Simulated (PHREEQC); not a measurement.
Solution (25 °C): 0.015 mol NH4Cl, 8.3e-06 mol Sr(OH)2 and 0.016 mol MnSO4 per kg of water. It is in equilibrium with CO2 at log p = 0 (atm). Otherwise closed; pH follows from the charge balance.

The numbers come from PHREEQC with the ion-association model, phreeqc.dat.

This is a speciation only: nothing precipitates in the calculation.

Problem. What pH does the model give?

Solution. pH 3.92.

Problem. In which forms is S present?

Solution. SO4-2 67 %, MnSO4 27 %, NH4SO4- 5.2 % of the S.

Carbamate, which ammonia and carbonate form, is missing from the database.
